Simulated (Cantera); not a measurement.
Input (Python, Cantera) and output of one run.

```python
import numpy as np
import cantera as ct

gas_names = """
    O2 H2O
""".split()
cond_names = """
    Cu(L) Cu2O(L)
""".split()


# ... load() reads the species with a 1 bar reference pressure and builds the phases ...
species = {s.name: s for s in load("nasa_gas.yaml", gas_names) + load("nasa_condensed.yaml", cond_names)}
T = 1825
g = {n: (s.thermo.h(T) - T * s.thermo.s(T)) / (ct.gas_constant * T * np.log(10)) for n, s in species.items()}
valid = cond_names  # the entries whose range holds T


def stable(la, lb):
    # potentials (over RT ln 10) of the two non-metals from log10 p(O2) and log10 p(H2O) in bar
    mu = {}
    mu["O"] = (g["O2"] + la) / 2
    mu["H"] = (g["H2O"] + lb - 1 * mu["O"]) / 2
    cost = {}
    for n in valid:
        c = species[n].composition
        cost[n] = (g[n] - sum(c.get(e, 0) * m for e, m in mu.items())) / c["Cu"]
    return min(cost, key=cost.get)


results = []
for lb in [0, -0.6, -1.1, -1.7, -2.3, -2.9, -3.4, -4, -4.6, -5.1, -5.7, -6.3, -6.9, -7.4, -8]:
    row = [stable(la, lb) for la in [-17, -16.2, -15.3, -14.4, -13.6, -12.8, -11.9, -11, -10.2, -9.4, -8.5, -7.6, -6.8, -6, -5.1, -4.2, -3.4, -2.6, -1.7, -0.9, 0]]
    results.append(row)
    print(f"{lb:6.1f}  " + " ".join(f"{valid.index(n):x}" for n in row))
print("key: " + ", ".join(f"{i:x} {n}" for i, n in enumerate(valid)))
```

Result:

```
   0.0  0 0 0 0 0 0 0 0 0 0 0 0 0 0 0 0 0 0 1 1 1
  -0.6  0 0 0 0 0 0 0 0 0 0 0 0 0 0 0 0 0 0 1 1 1
  -1.1  0 0 0 0 0 0 0 0 0 0 0 0 0 0 0 0 0 0 1 1 1
  -1.7  0 0 0 0 0 0 0 0 0 0 0 0 0 0 0 0 0 0 1 1 1
  -2.3  0 0 0 0 0 0 0 0 0 0 0 0 0 0 0 0 0 0 1 1 1
  -2.9  0 0 0 0 0 0 0 0 0 0 0 0 0 0 0 0 0 0 1 1 1
  -3.4  0 0 0 0 0 0 0 0 0 0 0 0 0 0 0 0 0 0 1 1 1
  -4.0  0 0 0 0 0 0 0 0 0 0 0 0 0 0 0 0 0 0 1 1 1
  -4.6  0 0 0 0 0 0 0 0 0 0 0 0 0 0 0 0 0 0 1 1 1
  -5.1  0 0 0 0 0 0 0 0 0 0 0 0 0 0 0 0 0 0 1 1 1
  -5.7  0 0 0 0 0 0 0 0 0 0 0 0 0 0 0 0 0 0 1 1 1
  -6.3  0 0 0 0 0 0 0 0 0 0 0 0 0 0 0 0 0 0 1 1 1
  -6.9  0 0 0 0 0 0 0 0 0 0 0 0 0 0 0 0 0 0 1 1 1
  -7.4  0 0 0 0 0 0 0 0 0 0 0 0 0 0 0 0 0 0 1 1 1
  -8.0  0 0 0 0 0 0 0 0 0 0 0 0 0 0 0 0 0 0 1 1 1
key: 0 Cu(L), 1 Cu2O(L)
```

Source: NASA polynomial tables (part measured, part estimated), evaluated in Cantera. Part of the grid cannot be reached: there another gas would pass 10 bar, or a non-metal would condense.
